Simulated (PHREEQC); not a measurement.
A column of 0.2 m (30 cells, dispersivity 0.016 m, 60 s a shift, diffusion coefficient 3e-10 m²/s) holds 0.21 eq of the database's cation exchanger X per kg of pore water, first in equilibrium with 7.4 mmol/kgw NaCl and 0.01 mmol/kgw HCl. It is flushed with 0.067 mol/kgw CdCl2, 0.0035 mol/kgw KBr, 0.0001 mol/kgw PbCl2 and 1e-05 mol/kgw HCl, at 25 °C. Values are for the last cell. No CO2 enters from the air. Nothing may precipitate in this run.

Base run: PHREEQC, ion-association model, phreeqc.dat. Each further column changes one thing. The table gives K in solution (mol/kgw).

```
pore volumes      base  exchange capacity from 0.21 to 0.1 eq/kgw  dispersivity from 0.016 to 0.032 m
------------  --------  -----------------------------------------  ----------------------------------
0                    0                                          0                                   0
0.6167               0                                          0                                   0
1.017         2.54e-13                                    9.22e-8                                 [?]
1.617          3.58e-7                                   0.000394                             1.49e-5
2.217          8.31e-5                                        [?]                                 [?]
2.817         0.000572                                    0.00244                            0.000892
3.217          0.00103                                    0.00281                             0.00130
3.817          0.00169                                    0.00315                             0.00184
4.417          0.00222                                        [?]                             0.00226
5.017          0.00261                                    0.00341                             0.00258
5.417          0.00281                                    0.00345                             0.00274
6.017          0.00303                                    0.00347                             0.00294
```

Task: What belongs in the gaps?

Result: 
- 1.017, dispersivity from 0.016 to 0.032 m: 8.32e-10
- 2.217, exchange capacity from 0.21 to 0.1 eq/kgw: 0.00155
- 2.217, dispersivity from 0.016 to 0.032 m: 0.000303
- 4.417, exchange capacity from 0.21 to 0.1 eq/kgw: 0.00333
